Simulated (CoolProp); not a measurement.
Tetradecamethylhexasiloxane (MD4M) at several states: fugacity coefficient from the reference equation and from simpler models built on Tc = 653.2 K, pc = 8.286 bar, ω = 0.800; each cubic takes its own stable root.

Values from CoolProp's reference Helmholtz-energy equation of state, Thol 2019.

```csv
T (K),p (bar),phase,reference
440.5,40.4,liquid,0.003473
345.1,0.872,liquid,0.0005605
259,0.361,liquid,1.220e-7
269.6,0.416,liquid,5.095e-7
```

### Question
How far does each simpler model (van der Waals, Redlich-Kwong, Soave-Redlich-Kwong, Peng-Robinson) lie from the reference over these 4 states: mean and median of the absolute difference, and the worst?

### Answer
- van der Waals: mean 29231431.8 %, median 13133771.6 %, worst +90655637.7 % at 259 K and 0.361 bar
- Redlich-Kwong: mean 325394.1 %, median 205003.6 %, worst +890883.6 % at 259 K and 0.361 bar
- Soave-Redlich-Kwong: mean 106.1 %, median 97.5 %, worst +218.9 % at 259 K and 0.361 bar
- Peng-Robinson: mean 241.7 %, median 221.8 %, worst +513.4 % at 259 K and 0.361 bar
